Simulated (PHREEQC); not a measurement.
Dissolve 0.0045 mol/kgw NH3, 8.9e-05 mol/kgw Na2SiO3 and 0.0001 mol/kgw K2CO3 at 25 °C. Closed to the air; pH follows from the charge balance.

The numbers come from PHREEQC with the ion-association model, wateq4f.dat.

Each row changes one thing in this solution. This is a speciation only: nothing precipitates in the calculation.

```json
[
 {"case": "as made", "pH": "10.54", "ionic strength (mol/kgw)": "0.000663", "NH3 (mol/kgw)": "0.00428", "NH4+ (mol/kgw)": "0.000221", "H3SiO4- (mol/kgw)": "7.47e-5", "CO3-2 (mol/kgw)": "6.40e-5", "SI of Quartz (SiO2)": "-0.87"},
 {"case": "NH3 replaced by (NH4)2HPO4 at the same molality", "pH": "8.15", "ionic strength (mol/kgw)": "0.0129", "NH3 (mol/kgw)": "0.000609", "NH4+ (mol/kgw)": "0.00839", "H3SiO4- (mol/kgw)": "2.06e-6", "CO3-2 (mol/kgw)": "9.14e-7", "SI of Quartz (SiO2)": "-0.08"},
 {"case": "NH3 from 0.0045 to 0.009 mol/kgw", "pH": "10.66", "ionic strength (mol/kgw)": "0.000791", "NH3 (mol/kgw)": "0.00866", "NH4+ (mol/kgw)": "…", "H3SiO4- (mol/kgw)": "7.76e-5", "CO3-2 (mol/kgw)": "7.01e-5", "SI of Quartz (SiO2)": "…"},
 {"case": "K2CO3 from 0.0001 to 5e-05 mol/kgw", "pH": "10.53", "ionic strength (mol/kgw)": "…", "NH3 (mol/kgw)": "0.00427", "NH4+ (mol/kgw)": "0.000227", "H3SiO4- (mol/kgw)": "7.43e-5", "CO3-2 (mol/kgw)": "3.16e-5", "SI of Quartz (SiO2)": "-0.86"},
 {"case": "0.00087 mol/kgw HCl added", "pH": "9.95", "ionic strength (mol/kgw)": "0.00118", "NH3 (mol/kgw)": "0.00373", "NH4+ (mol/kgw)": "0.000767", "H3SiO4- (mol/kgw)": "5.13e-5", "CO3-2 (mol/kgw)": "3.18e-5", "SI of Quartz (SiO2)": "-0.44"},
 {"case": "diluted 100-fold with water", "pH": "9.35", "ionic strength (mol/kgw)": "2.38e-5", "NH3 (mol/kgw)": "2.51e-5", "NH4+ (mol/kgw)": "1.99e-5", "H3SiO4- (mol/kgw)": "2.21e-7", "CO3-2 (mol/kgw)": "9.58e-8", "SI of Quartz (SiO2)": "-2.19"}
]
```

Question: Complete the blanks.

Answer: 
- NH3 from 0.0045 to 0.009 mol/kgw, NH4+ (mol/kgw): 0.000343
- NH3 from 0.0045 to 0.009 mol/kgw, SI of Quartz (SiO2): -0.97
- K2CO3 from 0.0001 to 5e-05 mol/kgw, ionic strength (mol/kgw): 0.000537

H3PO4, which wateq4f.dat lacks, is added to it with the constant of phreeqc.dat.
